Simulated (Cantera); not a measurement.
Input (Python, Cantera) and output of one run.

```python
import numpy as np
import cantera as ct

gas_names = """
    AL ALC ALN AL2 C CN C2 CCN CNC C2N2 C3 C4 C4N2 C5 N N2
""".split()
cond_names = """
    AL(cr) AL(L) ALN(s) C(gr)
""".split()


# ... load() reads the species with a 1 bar reference pressure and builds the phases ...
atoms = {
    'AlN': {'AL': 1, 'N': 1},
    'C': {'C': 1},
    'N2': {'N': 2},
}
top_T = {'ALN(s)': 2750, 'C(gr)': 4500}  # K; cautious upper limits of use, not melting points


# ... equilibrate(T, P, feed) seeds the gas with the atoms and calls Mixture.equilibrate('TP', solver="vcs", rtol=1e-11, max_steps=5000) ...
results = []
feed = {'AlN': 1, 'C': 0.057, 'N2': 5.9}  # mol
P = 340  # Pa
for T in [1825, 1875, 1925, 1975, 2025, 2075, 2125, 2175, 2225, 2275, 2325, 2375]:
    mix = equilibrate(T, P, feed)
    results.append((T, P, feed, dict(zip(mix.species_names, mix.species_moles))))
    x = sorted(zip(gas.X, gas.species_names), reverse=True)
    print(f"T = {T:g} K  P = {P:g} Pa  gas = {mix.phase_moles(0):.4g} mol")
    print("   x: " + "  ".join(f"{s} {v:.3e}" for v, s in x if v > 1e-06))
    print("   condensed (mol): " + ("  ".join(f"{mix.phase(i).name} {mix.phase_moles(i):.4g}"
          for i in range(1, mix.n_phases) if mix.phase_moles(i) > 1e-12) or "none"))
```

Result:

```
T = 1825 K  P = 340 Pa  gas = 5.924 mol
   x: N2 9.973e-01  AL 2.711e-03
   condensed (mol): ALN(s) 0.9839  C(gr) 0.05699
T = 1875 K  P = 340 Pa  gas = 5.974 mol
   x: N2 9.917e-01  AL 8.263e-03  CN 1.690e-06
   condensed (mol): ALN(s) 0.9506  C(gr) 0.05698
T = 1925 K  P = 340 Pa  gas = 6.119 mol
   x: N2 9.761e-01  AL 2.387e-02  CN 3.458e-06
   condensed (mol): ALN(s) 0.8539  C(gr) 0.05697
T = 1975 K  P = 340 Pa  gas = 6.551 mol
   x: N2 9.337e-01  AL 6.626e-02  CN 6.724e-06  AL2 5.199e-06  C2N2 1.340e-06
   condensed (mol): ALN(s) 0.5658  C(gr) 0.05694
T = 2025 K  P = 340 Pa  gas = 7.4 mol
   x: N2 8.649e-01  AL 1.351e-01  AL2 1.665e-05  CN 1.243e-05  C2N2 1.985e-06
   condensed (mol): C(gr) 0.05688
T = 2075 K  P = 340 Pa  gas = 7.4 mol
   x: N2 8.649e-01  AL 1.351e-01  CN 2.313e-05  AL2 1.300e-05  C2N2 3.104e-06
   condensed (mol): C(gr) 0.05678
T = 2125 K  P = 340 Pa  gas = 7.4 mol
   x: N2 8.648e-01  AL 1.351e-01  CN 4.177e-05  AL2 1.026e-05  C2N2 4.751e-06
   condensed (mol): C(gr) 0.05662
T = 2175 K  P = 340 Pa  gas = 7.4 mol
   x: N2 8.648e-01  AL 1.351e-01  CN 7.341e-05  AL2 8.186e-06  C2N2 7.132e-06
   condensed (mol): C(gr) 0.05634
T = 2225 K  P = 340 Pa  gas = 7.4 mol
   x: N2 8.647e-01  AL 1.351e-01  CN 1.257e-04  C2N2 1.051e-05  AL2 6.598e-06  C3 1.172e-06
   condensed (mol): C(gr) 0.05588
T = 2275 K  P = 340 Pa  gas = 7.401 mol
   x: N2 8.647e-01  AL 1.351e-01  CN 2.103e-04  C2N2 1.522e-05  AL2 5.368e-06  C3 3.083e-06  C 1.631e-06
   condensed (mol): C(gr) 0.05513
T = 2325 K  P = 340 Pa  gas = 7.401 mol
   x: N2 8.645e-01  AL 1.351e-01  CN 3.438e-04  C2N2 2.170e-05  C3 7.768e-06  AL2 4.406e-06  C 3.679e-06
   condensed (mol): C(gr) 0.05392
T = 2375 K  P = 340 Pa  gas = 7.402 mol
   x: N2 8.643e-01  AL 1.351e-01  CN 5.505e-04  C2N2 3.048e-05  C3 1.881e-05  C 8.014e-06  AL2 3.645e-06  C2 1.693e-06  N 1.378e-06
   condensed (mol): C(gr) 0.05196
```

These are equilibrium values from Cantera (NASA tables, ideal gas, pure condensed phases), not measurements of a reactor.
